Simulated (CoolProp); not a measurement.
Vapour pressure (MPa) of n-hexane: the reference equation beside estimates from Tc = 234.7 °C, pc = 3.044 MPa, ω = 0.300. Clausius-Clapeyron is anchored at 67.65 °C with a constant enthalpy of vaporisation of 28.95 kJ/mol.

Values from CoolProp's reference Helmholtz-energy equation of state, Thol 2019.

```
T (°C)  reference  Clausius-Clapeyron  Redlich-Kwong  Peng-Robinson
------  ---------  ------------------  -------------  -------------
-13.75   0.002761            0.003970       0.009203       0.002886
-0.25    0.005960            0.007711        0.01771              …
13.35     0.01186             0.01413        0.03167        0.01208
26.95     0.02193             0.02451        0.05305        0.02214
40.45     0.03792             0.04039        0.08383              …
54.05     0.06239                   …         0.1269        0.06239
67.65     0.09798             0.09798         0.1846        0.09776
81.15      0.1474              0.1446         0.2588         0.1469
94.75      0.2148                   …         0.3534         0.2140
108.35     0.3036              0.2914              …              …
121.85     0.4171              0.3981         0.6109         0.4163
135.45     0.5610              0.5338         0.7798         0.5609
149.05     0.7394              0.7024         0.9783         0.7407
162.55     0.9556                   …          1.207              …
```

### Question
Complete the blanks.

### Answer

- -0.25, Peng-Robinson: 0.006136
- 40.45, Peng-Robinson: 0.03807
- 54.05, Clausius-Clapeyron: 0.06408
- 94.75, Clausius-Clapeyron: 0.2080
- 108.35, Redlich-Kwong: 0.4703
- 108.35, Peng-Robinson: 0.3027
- 162.55, Clausius-Clapeyron: 0.9070
- 162.55, Peng-Robinson: 0.9591

Absolute difference from the reference over all 14 rows, mean and median: Clausius-Clapeyron 10.1 and 4.9 %, Redlich-Kwong 99.4 and 82.0 %, Peng-Robinson 0.9 and 0.4 %.
